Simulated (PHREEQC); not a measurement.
Solution (25 °C): 0.0067 mol KHSO4, 0.0021 mol Li2CO3 and 0.00089 mol Cd(NO3)2 per kg of water. Closed to the air; pH follows from the charge balance.

The numbers come from PHREEQC with the ion-association model, phreeqc.dat.

Each row changes one thing in this solution. No solid was allowed to form.

```tsv
case	pH	ionic strength (mol/kgw)	SO4-2 (mol/kgw)	HSO4- (mol/kgw)	Cd+2 (mol/kgw)	CdSO4 (mol/kgw)
as made	2.77	0.0198	0.00554	0.000608	0.000567	0.000303
0.00015 mol/kgw CaSO4 added	2.78	0.0203	0.00565	0.000614	0.000565	0.000304
Li2CO3 from 0.0021 to 0.00315 mol/kgw	3.57	0.0207	0.00599	0.000104	0.000554	0.000314
Li2CO3 left out	2.33	0.0184	0.00479	0.00147	0.000591	0.000282
KHSO4 from 0.0067 to 0.00335 mol/kgw	6.13	0.0124	0.00303	1.56e-7	0.000642	0.000228
temperature from 25 to 45 °C	2.83	0.0193	0.00529	0.000815	0.000561	0.000312
Li2CO3 from 0.0021 to 0.00231 mol/kgw	2.85	0.0200	0.00563	0.000511	0.000564	0.000305
Li2CO3 replaced by LiOH at the same molality	2.50	0.0191	0.00515	0.00106	0.000579	0.000293
```

Some of these states are supersaturated (in Otavite, for instance). Constants without temperature data keep their 25 °C values here.
